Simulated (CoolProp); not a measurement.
Model: reference Helmholtz-energy equation of state, Lemmon 2006, in CoolProp. It is a short technical equation, of lower accuracy than the large ones.

### Question
For acetone, give the phase and the density (kg/m³), expansivity (1/kK) at 46.85 °C and 4120 kPa; 192.05 °C and 4120 kPa.

### Answer
- 46.85 °C and 4120 kPa: liquid; density 765, expansivity 1.47
- 192.05 °C and 4120 kPa: liquid; density 551, expansivity 4.22
